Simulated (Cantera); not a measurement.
A closed system holds: 1 mol C2H5OH, 0.074 mol H2O, 1 mol H2, at 1.33 mbar.

Cantera equilibrium calculation (NASA polynomials, part measured and part estimated; ideal gas, pure solids and liquids). Candidate condensed phases: C, C6H6, C7H8, C8H18, H2O; 131 gas species. Ions and electrons are included (thermal ionisation). The numbers say what is thermodynamically allowed, not how fast it happens.

Task: Which condensed phases are stable at each of these points (T (°C)): 1727, 1977, 2227, 2477, 2727, 2977, 3227, 3477, 3727, 3977, 4227, 4477, 4727?

Result: 
```
T (°C)  condensed phases  C condensed (%)
------  ----------------  ---------------
1727         C(graphite)             46.0
1977         C(graphite)             45.1
2227         C(graphite)             42.8
2477         C(graphite)             23.2
2727            gas only              0.0
2977            gas only              0.0
3227            gas only              0.0
3477            gas only              0.0
3727            gas only              0.0
3977            gas only              0.0
4227            gas only              0.0
4477            gas only              0.0
4727            gas only              0.0
```

From 1727 °C to 2477 °C the condensed part is C(graphite). From 2727 °C to 4727 °C nothing is condensed.
